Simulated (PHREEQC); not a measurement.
0.11 g of hydrous ferric oxide (600 m²/g; 0.2 weak and 0.005 strong sites per Fe, Dzombak-Morel constants, diffuse double layer) in 1 kg of water with 0.005 mol/kgw of an inert sodium salt and 0.00065 mol/kgw H3BO3 and 0.00061 mol/kgw Na2HAsO4, at 25 °C; the pH is set by adding NaOH or the inert anion's acid. Oxygen is held at 0.21 atm. The system is closed to CO2. Nothing may precipitate in this run.

The series has 17 steps of pH, from 4 to 12.

Computed with PHREEQC (ion-association model, wateq4f.dat).

### Question
At which pH does the surface charge pass through zero?

### Answer
Near pH 4.6.
